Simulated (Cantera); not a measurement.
A Cantera script and what it prints.

```python
import numpy as np
import cantera as ct

gas_names = """
    Hg N NO NO2 NO3 N2 N2O O O2 O3
""".split()
cond_names = """
    Hg(cr) Hg(L) HgO(s)
""".split()


# ... load() reads the species with a 1 bar reference pressure and builds the phases ...
atoms = {
    'HgO': {'Hg': 1, 'O': 1},
    'N2': {'N': 2},
}
top_T = {}  # K; cautious upper limits of use, not melting points


# ... equilibrate(T, P, feed) seeds the gas with the atoms and calls Mixture.equilibrate('TP', solver="vcs", rtol=1e-11, max_steps=5000) ...
results = []
T = 1148  # K
P = 13  # Pa
for m in [0.16, 0.27, 0.45, 0.76, 1.3, 2.2, 3.7, 6.2, 10, 18, 30, 50]:
    feed = {'HgO': 1, 'N2': m}  # mol
    mix = equilibrate(T, P, feed)
    results.append((T, P, feed, dict(zip(mix.species_names, mix.species_moles))))

top = {s: max(r[3][s] / sum(r[3][g] for g in gas_names) for r in results) for s in gas_names}
cols = sorted((s for s in top if top[s] > 0.001), key=lambda s: -top[s])[:6]
seen = [c for c in cond_names if any(r[3].get(c, 0) > 1e-12 for r in results)]
print("log10 of partial pressures in bar; condensed amounts in mol")
print(f"{'n(N2)':>10s}" + "".join(f"{s[:9]:>10s}" for s in cols + seen))
for T, P, feed, n in results:
    ng = sum(n[g] for g in gas_names)
    print(f"{feed['N2']:10.4g}" + "".join(f"{np.log10(max(n[s] / ng * P / 1e5, 1e-99)):10.3f}" for s in cols)
          + "".join(f"{n.get(c, 0):10.4g}" for c in seen))
```

Result:

```
log10 of partial pressures in bar; condensed amounts in mol
     n(N2)        N2        Hg        O2
      0.16    -4.902    -4.106    -4.407
      0.27    -4.703    -4.134    -4.435
      0.45    -4.523    -4.176    -4.477
      0.76    -4.359    -4.240    -4.541
       1.3    -4.219    -4.333    -4.634
       2.2    -4.112    -4.454    -4.755
       3.7    -4.034    -4.602    -4.903
       6.2    -3.980    -4.773    -5.074
        10    -3.947    -4.947    -5.248
        18    -3.921    -5.176    -5.478
        30    -3.907    -5.384    -5.686
        50    -3.899    -5.598    -5.900
```

These are equilibrium values from Cantera (NASA tables, ideal gas, pure condensed phases), not measurements of a reactor.
